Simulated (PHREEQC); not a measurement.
Make-up at 83 °C: 0.00033 mmol/kgw H4SiO4 and 51 mmol/kgw CuSO4. Closed to the air; pH follows from the charge balance.

Computed with PHREEQC (ion-association model, phreeqc.dat).

Precipitation was switched off in this run.

**Question.** Order these S species by the share of S that they hold, largest first: HSO4-, CuSO4, SO4-2.

**Answer.** SO4-2 (54 %), CuSO4 (46 %), HSO4- (0.78 %)

**Question.** Order these Cu species by the share of Cu that they hold, largest first: Cu2(OH)2+2, Cu+2, CuSO4.

**Answer.** Cu+2 (53 %), CuSO4 (46 %), Cu2(OH)2+2 (0.97 %)

The pH is 4.10 and the ionic strength 0.110 mol/kgw. Away from 25 °C the constants follow the database's enthalpies or fits; those with neither stay at their 25 °C values.
